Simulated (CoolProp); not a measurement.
A Linde-Hampson liquefier for nitrogen: isothermal reversible compression at 230 K from 1 atm to 40 MPa, throttling to 1 atm, return gas leaving the recuperator 5 K below the feed. Each further row changes one setting.

Model: reference Helmholtz-energy equation of state, Span 2000, in CoolProp.

```json
[
 {"case": "as stated", "liquid yield per pass": "0.178", "compression work (kJ/kg of gas)": "403"},
 {"case": "high pressure 80 MPa", "liquid yield per pass": "0.124", "compression work (kJ/kg of gas)": "476"},
 {"case": "warm-end temperature 260 K", "liquid yield per pass": "0.128", "compression work (kJ/kg of gas)": "463"},
 {"case": "warm-end gap 10 K", "liquid yield per pass": "0.166", "compression work (kJ/kg of gas)": "403"}
]
```
